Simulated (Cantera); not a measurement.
A closed system holds: 1 mol C, 2.1 mol NH3, 35 mol N2, at 750 °C and 89000 Pa.

Method: chemical equilibrium by Gibbs-energy minimisation in Cantera with the NASA 1993 tables (ideal gas, pure condensed phases). Candidate condensed phases: C, C6H6, C7H8, C8H18; 92 gas species. Rates play no part.

Base state: N2 0.920, H2 0.0795, CH4 0.000422 (mole fractions); condensed: C(graphite).

Task: What changes in the equilibrium state with this change: N2 from 35 to 0.18 mol?

Result: 
| species | before | after |
|---|---|---|
| H2 | 0.0795 | 0.680 |
| N2 | 0.920 | 0.289 |
| CH4 | 0.000422 | 0.0308 |
| NH3 | 9.59e-6 | 0.000134 |
| C(graphite), mol | 0.983 | 0.869 |
